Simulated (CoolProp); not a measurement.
Properties of ethanol along the isotherm 620 K.

Computed with CoolProp (reference Helmholtz-energy equation of state, Schroeder 2014).

| p (MPa) | phase | Z | expansivity (1/kK) | viscosity (µPa s) | conductivity (mW/(m K)) |
|---|---|---|---|---|---|
| 0.198 | gas | 0.9962 | 1.643 | 18.1 | (withheld) |
| 0.407 | gas | 0.9921 | 1.675 | 18.1 | 54.1 |
| 0.836 | gas | 0.9837 | 1.743 | 18.2 | 54.8 |
| 1.72 | gas | (withheld) | 1.894 | 18.4 | 56.4 |
| 3.52 | gas | 0.9288 | 2.254 | 18.9 | 60.0 |
| 7.24 | supercritical | (withheld) | (withheld) | 20.8 | 69.8 |
| 14.9 | supercritical | (withheld) | 7.600 | 31.7 | 103 |
| 30.5 | supercritical | 0.6540 | 3.970 | 58.6 | 135 |
| 62.7 | supercritical | 1.035 | 1.944 | 82.7 | 155 |

**Question.** What belongs in the gaps?

**Answer.** 
- 0.198, conductivity (mW/(m K)): 53.7
- 1.72, Z: 0.9661
- 7.24, Z: 0.8429
- 7.24, expansivity (1/kK): 3.362
- 14.9, Z: 0.6326

Viscosity comes from a separate model (Kiselev 2005). Thermal conductivity comes from a separate model (Assael 2013).
